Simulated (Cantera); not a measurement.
Feed: 1 mol Pb, 0.69 mol O2, 1.3 mol N2, equilibrated at 700 K and 1 atm.

These are equilibrium values from Cantera (NASA tables, ideal gas, pure condensed phases), not measurements of a reactor. Candidate condensed phases: Pb, PbO, PbO2, Pb3O4; 12 gas species. Kinetics and transport are ignored.

Base state: N2 0.872, O2 0.128 (mole fractions); condensed: PbO(red).

Task: What changes in the equilibrium state with this change: temperature from 700 K to 1450 K?

Result: 
```
species         before     after
-------------  -------  --------
N2               0.872     0.868
O2               0.128     0.127
PbO              <1e-9   0.00450
Pb               <1e-9   4.38e-5
NO             2.31e-7  0.000774
PbO(red), mol     1.00         0
PbO(l), mol          0     0.993
```
Gases not in the tables: (PbO)n polymers.
